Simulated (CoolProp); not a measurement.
20 sccm (0 °C, 1 atm) of nitrogen bubbles through liquid hexamethyldisiloxane (MM) at 301.6 K and leaves saturated at a total pressure of 0.0424 MPa (ideal gas phase). Each further row changes one setting.

Values from CoolProp's reference Helmholtz-energy equation of state, Thol 2016.

```json
[
 {"case": "as stated", "vapour pressure (kPa)": "6.63", "mole fraction of vapour": "0.156", "delivery (mg/min)": "…", "delivery (sccm)": "…", "change of delivery for a bath 1 K warmer (%)": "6.0"},
 {"case": "bath temperature 306.6 K", "vapour pressure (kPa)": "…", "mole fraction of vapour": "0.199", "delivery (mg/min)": "36.0", "delivery (sccm)": "…", "change of delivery for a bath 1 K warmer (%)": "6.1"},
 {"case": "total pressure 0.0848 MPa", "vapour pressure (kPa)": "6.63", "mole fraction of vapour": "…", "delivery (mg/min)": "12.3", "delivery (sccm)": "…", "change of delivery for a bath 1 K warmer (%)": "5.5"}
]
```

Question: Some entries are withheld; supply them.

Answer: 
- as stated, delivery (mg/min): 26.8
- as stated, delivery (sccm): 3.70
- bath temperature 306.6 K, vapour pressure (kPa): 8.43
- bath temperature 306.6 K, delivery (sccm): 4.97
- total pressure 0.0848 MPa, mole fraction of vapour: 0.0781
- total pressure 0.0848 MPa, delivery (sccm): 1.70
